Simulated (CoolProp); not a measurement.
Vapour-liquid equilibrium of cyclohexane (1) + benzene (2) at 0.359 bar; x and y are mole fractions of (1).

Computed with CoolProp (multi-fluid Helmholtz-energy mixture model, Zhou 2014 and Thol 2012; pair parameters Bell 2016).

| x | bubble temperature, mixture model (°C) | bubble temperature, Raoult's law (°C) | y, mixture model | y, Raoult's law |
|---|---|---|---|---|
| 0.05 | [?] | 49.8 | 0.075 | 0.050 |
| 0.2 | 47.6 | 49.8 | 0.246 | 0.200 |
| 0.35 | 47.0 | 49.8 | [?] | 0.350 |
| 0.5 | 46.8 | 49.8 | 0.495 | 0.500 |
| 0.65 | 47.1 | 49.7 | 0.617 | 0.650 |
| 0.8 | [?] | 49.7 | 0.756 | 0.800 |
| 0.95 | 49.1 | 49.7 | 0.930 | 0.950 |

Question: Some entries are withheld; supply them.

Answer: 
- 0.05, bubble temperature, mixture model (°C): 49.0
- 0.35, y, mixture model: 0.377
- 0.8, bubble temperature, mixture model (°C): 47.8

The largest gap from Raoult's law is -3.0 K in bubble temperature, at x = 0.5. y crosses x between x = 0.35 and 0.5: the model has an azeotrope there.

The pair parameters rest on a limited set of measurements; away from them the model extrapolates.
